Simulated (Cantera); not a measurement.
Charge: 1 mol Si, 2.8 mol Cl2, 7.7 mol H2, equilibrated at 1500 K and 1 atm.

These are equilibrium values from Cantera (NASA tables, ideal gas, pure condensed phases), not measurements of a reactor. Candidate condensed phases: Si; 19 gas species. The tables' values for SiCl3 are old estimates; treat these amounts as uncertain. Rates play no part.

### Question
What is the equilibrium state?

### Answer
```json
{
  "x(H2)": "0.654",
  "x(HCl)": "0.244",
  "x(SiCl4)": "0.0451",
  "x(SiCl2)": "0.0247",
  "x(SiCl3)": "0.0187",
  "x(SiHCl3)": "0.0125",
  "x(SiH2Cl2)": "0.000551",
  "x(H)": "1.41e-5",
  "x(SiH3Cl)": "7.12e-6",
  "gas_amount": "9.835 mol",
  "log10 activity of Si(s) (absent)": "-1.07"
}
```
